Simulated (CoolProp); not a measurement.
Vapour-liquid equilibrium of n-butane (1) + trans-2-butene (2) at 97 kPa; x and y are mole fractions of (1).

Values from CoolProp's multi-fluid Helmholtz-energy mixture model, Bücker 2006 and Lemmon 2005; pair parameters Bell 2016.

```
x      bubble temperature (K)  y at the bubble point  dew temperature at overall composition x (K)  liquid density (mol/L)
-----  ----------------------  ---------------------  --------------------------------------------  ----------------------
0.05                    272.7                  0.056                                         272.7                   11.14
0.125                   272.5                  0.137                                         272.5                   11.08
0.2                     272.3                  0.215                                         272.3                   11.01
0.275                   272.1                  0.291                                         272.1                   10.95
0.35                    271.9                  0.365                                         272.0                   10.89
0.425                   271.8                  0.438                                         271.8                   10.82
0.5                     271.7                  0.511                                         271.7                   10.76
0.575                   271.7                  0.583                                         271.7                   10.70
0.65                    271.6                  0.655                                         271.6                   10.64
0.725                   271.6                  0.728                                         271.6                   10.58
0.8                     271.5                  0.802                                         271.5                   10.52
0.875                   271.5                  0.875                                         271.5                   10.46
0.95                    271.5                  0.950                                         271.5                   10.40
```

y crosses x between x = 0.875 and 0.95: the model has an azeotrope there.

Pair parameters are fitted to limited data, so mixtures are less certain than the pure fluids.
